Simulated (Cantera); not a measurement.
Ammonia decomposition in nitride growth gas

An isothermal, constant-pressure homogeneous reactor starts with 7.69 % NH₃, 92.3 % H₂, at 2175 K and 0.320 bar.

Model: the gas-phase N/H chemistry of the illustrative SiF4/NH3 mechanism in the Surface Chemkin manual (1991), integrated in Cantera. Walls and surfaces, which speed up NH3 decomposition in real reactors, are not modelled.

```csv
t (s),x NH₃,x H₂,x N₂,x N,x N₂H₂
7.00e-6,0.0769,0.923,1.01e-12,2.47e-12,1.29e-11
2.06e-5,0.0769,0.923,1.21e-10,7.63e-11,1.30e-10
6.08e-5,0.0769,0.923,1.61e-8,2.07e-9,1.43e-9
0.000179,0.0768,0.923,1.38e-6,5.22e-8,1.89e-8
0.000528,0.0764,0.922,7.14e-5,9.78e-7,2.46e-7
0.00156,0.0736,0.923,0.00124,3.17e-6,6.92e-7
0.00458,0.0647,0.927,0.00539,3.28e-6,6.16e-7
0.0135,0.0442,0.938,0.0150,3.36e-6,4.11e-7
0.0398,0.0136,0.953,0.0292,3.69e-6,1.22e-7
0.117,0.000465,0.956,0.0353,1.49e-6,1.31e-9
0.346,6.56e-5,0.956,0.0355,2.31e-7,2.85e-11
1.02,1.84e-5,0.956,0.0356,6.49e-8,2.33e-12
3.00,5.94e-6,0.956,0.0356,2.09e-8,<1e-12
```
x: mole fraction; the columns are a selection and need not sum to one.

Equilibrium at this temperature and pressure: NH₃ 8.67e-7, H₂ 0.956, N₂ 0.0356, N 3.06e-9, N₂H₂ <1e-12 (gas phase only).
